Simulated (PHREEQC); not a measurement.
Solution (85 °C): 0.043 mol/kgw H2S, 0.013 mol/kgw NaHCO3 and 0.024 mol/kgw ZnCl2. Closed to the air; pH follows from the charge balance.

Model: ion-association model, phreeqc.dat, run in PHREEQC.

Precipitation was switched off in this run.

Question: Predict the pH, ionic strength.

Answer: pH 1.72; ionic strength 0.0500 mol/kgw.

Question: In which forms is S present?

Answer: Zn(HS)2 83 %, H2S 17 % of the S.

The solution is supersaturated, for example in Sphalerite (slow to form), so a real one may precipitate; this is no full list. At this temperature some constants are extrapolated from 25 °C, and those without enthalpy data are left unchanged.
